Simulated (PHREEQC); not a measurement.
1 kg of water holding 0.0055 mol/kgw NaCl, 0.0052 mol/kgw Na2SO4 and 0.23 mol/kgw MgSO4 is evaporated at 90 °C; the solids stay in contact with the brine. CO2 from the air is kept out. Only these solids could form: Bischofite, Bloedite, Brucite, Epsomite, Halite, Hexahydrite, Kieserite, Mirabilite, Thenardite, MgCl2_4H2O.

Base run: PHREEQC, Pitzer model, pitzer.dat. Each further column changes one thing. The table gives water activity.

```json
[
 {"H2O removed (mol)": "0", "base": "0.996", "temperature from 90 to 25 °C": "0.995"},
 {"H2O removed (mol)": "18.01", "base": "0.994", "temperature from 90 to 25 °C": "0.993"},
 {"H2O removed (mol)": "30.18", "base": "0.991", "temperature from 90 to 25 °C": "0.990"},
 {"H2O removed (mol)": "38.4", "base": "0.987", "temperature from 90 to 25 °C": "0.985"},
 {"H2O removed (mol)": "43.95", "base": "0.981", "temperature from 90 to 25 °C": "0.977"},
 {"H2O removed (mol)": "46.01", "base": "0.976", "temperature from 90 to 25 °C": "0.971"},
 {"H2O removed (mol)": "49.09", "base": "0.960", "temperature from 90 to 25 °C": "0.949"},
 {"H2O removed (mol)": "51.17", "base": "0.924", "temperature from 90 to 25 °C": "0.899"},
 {"H2O removed (mol)": "52.58", "base": "0.844", "temperature from 90 to 25 °C": "0.890"},
 {"H2O removed (mol)": "53.53", "base": "0.840", "temperature from 90 to 25 °C": "0.851"}
]
```

Away from 25 °C the constants follow the database's enthalpies or fits; those with neither stay at their 25 °C values.
